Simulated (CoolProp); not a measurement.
A single-stage vapour-compression cycle with the fluid: evaporating at 242.15 K (dew point), condensing at 283.15 K (bubble point), superheat 2 K, subcooling 2 K, compressor efficiency 0.65, no pressure losses. The same conditions are run with several fluids, on thermodynamics alone (safety and materials aside).

Computed with CoolProp (reference Helmholtz-energy equation of state of each fluid (R21: Platzer 1990; ethane: Bücker 2006; R245fa: Akasaka 2015; C2F6 (R116): Lemmon 2006; vinyl chloride: Thol 2022; R410A: Lemmon 2003)). The equations of Platzer and Polt are older, rougher fits. Blends and air are pseudo-pure fits.

Rank R21, ethane, R245fa, C2F6 (R116), vinyl chloride, R410A by cooling COP, highest first.

R21 (3.41), vinyl chloride (3.38), R245fa (3.35), R410A (3.19), ethane (2.74), C2F6 (R116) (2.17)

```tsv
fluid	pressure ratio	discharge temperature (K)	refrigerating effect (kJ/kg)	volumetric capacity (kJ/m³)
R21	6.62	355.2	222	181
ethane	2.92	318.4	269	4940
R245fa	7.94	308.9	173	120
C2F6 (R116)	3.23	292.5	44.6	2720
vinyl chloride	5.19	354.3	313	463
R410A	4.21	329.9	199	1990
```
